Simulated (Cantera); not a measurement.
A closed system holds: 1 mol SiCl4, 43 mol H2, held at 1027 °C.

Cantera equilibrium calculation (NASA polynomials, part measured and part estimated; ideal gas, pure solids and liquids). Candidate condensed phases: Si; 19 gas species. The tables' values for SiCl3 are old estimates; treat these amounts as uncertain. Kinetics and transport are ignored.

x: gas mole fraction; n: condensed amount in mol.

```json
[
 {"P (Pa)": "100", "x H2": "0.924", "x HCl": "0.0641", "x SiCl2": "0.0119", "x SiHCl3": "2.53e-5", "x SiCl4": "3.86e-5", "n Si(s)": "0.451"},
 {"P (Pa)": "220", "x H2": "0.924", "x HCl": "0.0637", "x SiCl2": "0.0117", "x SiHCl3": "___", "x SiCl4": "___", "n Si(s)": "0.448"},
 {"P (Pa)": "460", "x H2": "0.924", "x HCl": "0.0632", "x SiCl2": "0.0115", "x SiHCl3": "0.000111", "x SiCl4": "0.000167", "n Si(s)": "0.444"},
 {"P (Pa)": "1000", "x H2": "0.925", "x HCl": "0.0622", "x SiCl2": "0.0111", "x SiHCl3": "0.000231", "x SiCl4": "0.000340", "n Si(s)": "0.436"},
 {"P (Pa)": "2200", "x H2": "0.927", "x HCl": "0.0605", "x SiCl2": "0.0105", "x SiHCl3": "0.000467", "x SiCl4": "0.000670", "n Si(s)": "0.424"},
 {"P (Pa)": "4600", "x H2": "0.929", "x HCl": "0.0581", "x SiCl2": "0.00969", "x SiHCl3": "0.000862", "x SiCl4": "0.00118", "n Si(s)": "0.407"},
 {"P (Pa)": "10000", "x H2": "0.932", "x HCl": "0.0544", "x SiCl2": "0.00848", "x SiHCl3": "0.00154", "x SiCl4": "0.00197", "n Si(s)": "0.380"},
 {"P (Pa)": "22000", "x H2": "0.936", "x HCl": "___", "x SiCl2": "___", "x SiHCl3": "___", "x SiCl4": "___", "n Si(s)": "___"},
 {"P (Pa)": "46000", "x H2": "0.940", "x HCl": "0.0444", "x SiCl2": "0.00560", "x SiHCl3": "0.00381", "x SiCl4": "0.00395", "n Si(s)": "0.294"},
 {"P (Pa)": "100000", "x H2": "0.944", "x HCl": "0.0386", "x SiCl2": "0.00421", "x SiHCl3": "0.00541", "x SiCl4": "0.00485", "n Si(s)": "0.235"}
]
```

**Question.** Some entries are withheld; supply them.

**Answer.** 
- 220, x SiHCl3: 5.47e-5
- 220, x SiCl4: 8.29e-5
- 22000, x HCl: 0.0496
- 22000, x SiCl2: 0.00702
- 22000, x SiHCl3: 0.00255
- 22000, x SiCl4: 0.00297
- 22000, n Si(s): 0.341
